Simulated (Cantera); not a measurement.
Feed: 1 mol SiC, 0.12 mol H2O, 250 mol N2, at 50.0 Pa.

Cantera equilibrium calculation (NASA polynomials, part measured and part estimated; ideal gas, pure solids and liquids). Candidate condensed phases: C, C6H6, C7H8, C8H18, H2O, Si, SiC, SiO2, Si2N2O, Si3N4; 151 gas species. Kinetics and transport are ignored. All values below are at 1800 K.

Base state: N2 0.998, Si 0.000461, CO 0.000456, H2 0.000318, H 0.000285, HCN 3.63e-5, SiO 2.30e-5 (mole fractions); condensed: SiC(s).

Problem. What changes in the equilibrium state with this change: N2 from 250 to 7 mol?

Solution. 
```json
[
 {"species": "N2", "before": "0.998", "after": "0.964"},
 {"species": "H2", "before": "0.000318", "after": "0.0155"},
 {"species": "CO", "before": "0.000456", "after": "0.00918"},
 {"species": "SiO", "before": "2.30e-5", "after": "0.00734"},
 {"species": "H", "before": "0.000285", "after": "0.00199"},
 {"species": "Si", "before": "0.000461", "after": "0.00184"},
 {"species": "Si2C", "before": "4.90e-6", "after": "1.95e-5"},
 {"species": "SiN", "before": "4.56e-6", "after": "1.78e-5"},
 {"species": "HCN", "before": "3.63e-5", "after": "6.25e-5"},
 {"species": "SiC(s), mol", "before": "0.875", "after": "0.933"}
]
```
The tables' values for SiN are old estimates; treat these amounts as uncertain.
